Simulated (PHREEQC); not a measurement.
A solution holds 0.041 mol CuCl2, 0.00022 mol H2SO4 and 0.27 mol NaCl per kg of water, at 42 °C. Closed to the air; pH follows from the charge balance.

Computed with PHREEQC (ion-association model, phreeqc.dat).

| quantity | before | after |
|---|---|---|
| pH | 3.47 | 3.48 |
| ionic strength (mol/kgw) | 0.362 | 0.344 |
| Cl- (mol/kgw) | 0.336 | 0.326 |
| Cu+2 (mol/kgw) | 0.0261 | 0.0172 |
| CuCl+ (mol/kgw) | 0.0137 | 0.0215 |
| CuCl2 (mol/kgw) | 0.00120 | 0.00221 |
| SI of Halite (NaCl) | -2.95 | -2.99 |

**Question.** Name the change that produced these shifts.
A. diluted 100-fold with water
B. temperature from 42 to 35 °C
C. diluted 5-fold with water
D. temperature from 42 to 65 °C
E. CuCl2 from 0.041 to 0.41 mol/kgw

**Answer.** D, temperature from 42 to 65 °C

This is a speciation only: nothing precipitates in the calculation. Constants without temperature data keep their 25 °C values here.
